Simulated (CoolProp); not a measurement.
Properties of fluorine at several states (Tc = 144.4 K, pc = 5.240 MPa, ω = 0.045).

Computed with CoolProp (reference Helmholtz-energy equation of state, de Reuck 1990).

```csv
T (K),p (MPa),phase,cp (kJ/(kg K)),expansivity (1/kK)
100.2,3.49,liquid,1.558,5.542
230.7,7.45,supercritical,0.9836,6.177
145.2,0.0105,gas,0.7696,6.901
59.5,9.02,liquid,1.458,3.601
227.7,0.0354,gas,0.7924,4.400
```
